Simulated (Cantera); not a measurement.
Gas mixture: H2O : C2H2 = 0.19 : 0.23 (molar parts), at 101000 Pa, frozen composition.

Cantera's kinetic-theory transport with the Lennard-Jones parameters of GRI-Mech 3.0, ideal gas; thermal conductivity in the multicomponent form. Polar gases are described roughly by these parameters. The composition is frozen, though it would react at the higher temperatures.

One state of this run: ρ (kg/m³) = 0.546; cp (J/kg/K) = 2048; μ (µPa s) = 16.9; λ (mW/m/K) = 49.2; Pr = 0.704; D (cm²/s) CH3 = 0.515; D (cm²/s) H = 2.73; D (cm²/s) CO2 = 0.366. D: mixture-averaged diffusion coefficient of that species in the mixture.

Question: Which value of T (K) does it belong to?
A) 1200
B) 1100
C) 500
D) 800

Answer: C, 500
